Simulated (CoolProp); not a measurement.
Vapour-liquid equilibrium of CH3F (R41) (1) + chloromethane (R40) (2) at 256.7 K; x and y are mole fractions of (1).

Values from CoolProp's multi-fluid Helmholtz-energy mixture model, Lemmon 2006 and Thol 2014; pair parameters Bell 2016.

```json
[
 {"x": "0.05", "bubble pressure (bar)": "1.992", "y at the bubble point": "0.324", "dew pressure at overall composition x (bar)": "1.459", "liquid density (mol/L)": "19.75"},
 {"x": "0.2", "bubble pressure (bar)": "3.784", "y at the bubble point": "0.682", "dew pressure at overall composition x (bar)": "1.710", "liquid density (mol/L)": "20.14"},
 {"x": "0.35", "bubble pressure (bar)": "5.515", "y at the bubble point": "0.811", "dew pressure at overall composition x (bar)": "2.064", "liquid density (mol/L)": "20.51"},
 {"x": "0.5", "bubble pressure (bar)": "7.161", "y at the bubble point": "0.878", "dew pressure at overall composition x (bar)": "2.600", "liquid density (mol/L)": "20.84"},
 {"x": "0.65", "bubble pressure (bar)": "8.749", "y at the bubble point": "0.923", "dew pressure at overall composition x (bar)": "3.503", "liquid density (mol/L)": "21.12"},
 {"x": "0.8", "bubble pressure (bar)": "10.35", "y at the bubble point": "0.957", "dew pressure at overall composition x (bar)": "5.312", "liquid density (mol/L)": "21.34"},
 {"x": "0.95", "bubble pressure (bar)": "12.08", "y at the bubble point": "0.989", "dew pressure at overall composition x (bar)": "9.980", "liquid density (mol/L)": "21.46"}
]
```

No azeotrope shows between x = 0.05 and 0.95.

The pair parameters rest on a limited set of measurements; away from them the model extrapolates. The gap from Raoult's law changes sign with composition, which may be real or a fault of the pair parameters; it wasn't checked against measurements.
